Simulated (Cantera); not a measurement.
## NO annealing gas

An isothermal, constant-pressure homogeneous reactor starts with 18.5 % NO, 81.5 % N2, at 2025 K and 90.0 Torr.

Cantera simulation using GRI-Mech 3.0 (53 species, 325 reactions); the numbers are that mechanism's predictions, not measurements.

| t (s) | x NO | x O | x N2 | x N2O | x NO2 | x O2 |
|---|---|---|---|---|---|---|
| 1.00e-6 | 0.185 | 5.72e-9 | 0.815 | 5.72e-9 | <1e-12 | <1e-12 |
| 4.44e-6 | 0.185 | 2.54e-8 | 0.815 | 2.54e-8 | 1.22e-11 | 2.14e-12 |
| 1.97e-5 | 0.185 | 1.13e-7 | 0.815 | 1.13e-7 | 2.39e-10 | 4.24e-11 |
| 8.77e-5 | 0.185 | 5.05e-7 | 0.815 | 4.94e-7 | 4.51e-9 | 8.38e-10 |
| 0.000390 | 0.185 | 2.30e-6 | 0.815 | 2.08e-6 | 7.38e-8 | 1.69e-8 |
| 0.00173 | 0.185 | 1.15e-5 | 0.815 | 7.43e-6 | 8.16e-7 | 3.76e-7 |
| 0.00770 | 0.185 | 6.21e-5 | 0.815 | 1.51e-5 | 5.36e-6 | 1.11e-5 |
| 0.0342 | 0.185 | 0.000149 | 0.815 | 1.55e-5 | 1.23e-5 | 0.000234 |
| 0.152 | 0.182 | 0.000175 | 0.816 | 1.49e-5 | 1.46e-5 | 0.00158 |
| 0.675 | 0.168 | 0.000258 | 0.823 | 1.24e-5 | 2.12e-5 | 0.00819 |
| 3.00 | 0.107 | 0.000479 | 0.854 | 4.72e-6 | 2.65e-5 | 0.0388 |
x: mole fraction; the columns are a selection and need not sum to one.

Equilibrium at this temperature and pressure: NO 0.00575, O 0.000702, N2 0.904, N2O 1.20e-7, NO2 2.15e-6, O2 0.0893 (gas phase only).
